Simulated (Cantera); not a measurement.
Input (Python, Cantera):

```python
import numpy as np
import cantera as ct

gas = ct.Solution("gri30.yaml")
gas.TPX = 1550, 1333, {'CH4': 1, 'N2': 4.1}
reactor = ct.IdealGasConstPressureReactor(gas, energy="off", clone=False)
net = ct.ReactorNet([reactor])
net.rtol, net.atol = 1e-08, 1e-18
show = ['CH4', 'CH3', 'C2H4', 'C2H', 'H', 'HCN', 'C2H2']
times = np.geomspace(0.0002, 100, 12)

steps = ct.SolutionArray(gas, extra=["t"])
rows = []
print(f"{'t/s':>10s}{'T/K':>9s}{'P/Pa':>11s}" + "".join(f"{s:>11s}" for s in show))
for t in times:
    while net.time < t:
        t_next = net.step()
        steps.append(gas.state, t=t_next)
    rows.append([np.interp(t, steps.t, y) for y in (steps.T, steps.P, *steps(*show).X.T)])
    print(f"{t:10.3e}{rows[-1][0]:9.1f}{rows[-1][1]:11.4g}" + "".join(f"{x:11.3e}" for x in rows[-1][2:]))
rate = np.gradient(steps.T, steps.t)
print("integrator steps:", len(steps.t))
if steps.T.max() > steps.T[0] + 200:
    print(f"time of steepest temperature rise: {steps.t[rate.argmax()]:.4e} s")
gas.TPX = 1550, 1333, {'CH4': 1, 'N2': 4.1}
gas.equilibrate("TP")
print(f"equilibrium (TP): T = {gas.T:.1f} K  " + "  ".join(f"{s} {gas[s].X[0]:.3e}" for s in show))
```

Output:

```
       t/s      T/K       P/Pa        CH4        CH3       C2H4        C2H          H        HCN       C2H2
 2.000e-04   1550.0       1333  1.961e-01  1.154e-06  1.892e-12  1.644e-24  5.157e-08  3.180e-18  1.598e-16
 6.594e-04   1550.0       1333  1.961e-01  3.921e-06  1.206e-10  1.368e-21  5.159e-08  3.710e-17  3.720e-14
 2.174e-03   1550.0       1333  1.961e-01  1.304e-05  5.320e-09  7.384e-19  5.185e-08  4.341e-16  5.787e-12
 7.166e-03   1550.0       1333  1.960e-01  4.300e-05  2.015e-07  3.201e-16  5.474e-08  6.488e-15  7.576e-10
 2.363e-02   1550.0       1333  1.959e-01  1.394e-04  7.139e-06  1.231e-13  8.584e-08  1.107e-13  9.838e-08
 7.789e-02   1550.0       1333  1.951e-01  4.257e-04  2.221e-04  1.968e-11  4.274e-07  3.120e-12  1.340e-05
 2.568e-01   1550.0       1333  1.827e-01  9.710e-04  3.793e-03  1.610e-09  5.228e-06  4.615e-10  1.563e-03
 8.465e-01   1550.0       1333  1.289e-01  7.428e-04  3.551e-03  1.878e-08  2.448e-05  1.370e-08  2.443e-02
 2.791e+00   1550.0       1333  6.770e-02  4.065e-04  7.099e-04  4.035e-08  4.818e-05  7.225e-08  5.281e-02
 9.201e+00   1550.0       1333  2.223e-02  1.683e-04  1.203e-04  6.903e-08  8.171e-05  2.498e-07  7.248e-02
 3.033e+01   1550.0       1333  4.502e-03  4.602e-05  4.918e-05  1.025e-07  1.212e-04  6.200e-07  8.001e-02
 1.000e+02   1550.0       1333  9.832e-04  1.097e-05  4.640e-05  1.138e-07  1.346e-04  1.051e-06  8.150e-02
integrator steps: 1408
equilibrium (TP): T = 1550.0 K  CH4 1.643e-04  CH3 1.846e-06  C2H4 2.309e-05  C2H 5.709e-08  H 1.361e-04  HCN 8.257e-02  C2H2 4.059e-02
```

Cantera simulation using GRI-Mech 3.0 (53 species, 325 reactions); the numbers are that mechanism's predictions, not measurements. GRI-Mech 3.0 stops at C3 and has no aromatics, soot or wall deposition, so with more carbon than oxygen in the feed, carbon stays in small species such as C2H2 where larger ones or solid carbon would form. Radical loss at walls, strong at low pressure, is not modelled.
